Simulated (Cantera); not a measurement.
An adiabatic, constant-volume homogeneous reactor starts with CO : H2 : CH4 : O2 : N2 = 1 : 0.36 : 0.17 : 0.85 : 2.89 (molar parts), equivalence ratio 1.2, at 1198 K and 15.0 bar. Integrator tolerance rtol = 1e-08.

Computed with Cantera and GRI-Mech 3.0 (53 species, 325 reactions). The pressure lies above the range GRI-Mech 3.0 was tuned for (to about 10 atm). Above 3000 K some thermodynamic fits are extrapolated.

```json
[
 {"quantity": "time of steepest temperature rise", "before": "74.6 µs", "after": "2.34 µs"},
 {"quantity": "temperature at 0.200 s", "before": "3144 K", "after": "3273 K"},
 {"quantity": "equilibrium temperature", "before": "3144 K", "after": "3273 K"},
 {"quantity": "x(CO) at 0.200 s", "before": "0.105 (gas-phase equilibrium 0.105)", "after": "0.123 (gas-phase equilibrium 0.123)"},
 {"quantity": "x(H2) at 0.200 s", "before": "0.0123 (gas-phase equilibrium 0.0123)", "after": "0.0154 (gas-phase equilibrium 0.0154)"},
 {"quantity": "x(CH4) at 0.200 s", "before": "<1e-12 (gas-phase equilibrium 1.02e-12)", "after": "<1e-12 (gas-phase equilibrium 1.11e-12)"},
 {"quantity": "x(NO) at 0.200 s", "before": "0.0122 (gas-phase equilibrium 0.0122)", "after": "0.0168 (gas-phase equilibrium 0.0168)"},
 {"quantity": "x(C2H2) at 0.200 s", "before": "<1e-12 (gas-phase equilibrium <1e-12)", "after": "<1e-12 (gas-phase equilibrium <1e-12)"},
 {"quantity": "x(OH) at 0.200 s", "before": "0.0159 (gas-phase equilibrium 0.0159)", "after": "0.0229 (gas-phase equilibrium 0.0229)"}
]
```

Problem. Name the change that produced these shifts.
A. initial temperature 1198 to 1075 K
B. pressure from 15.0 bar to 1.00 bar
C. constant pressure in place of constant volume
D. initial temperature 1198 to 1673 K

Solution. D, initial temperature 1198 to 1673 K
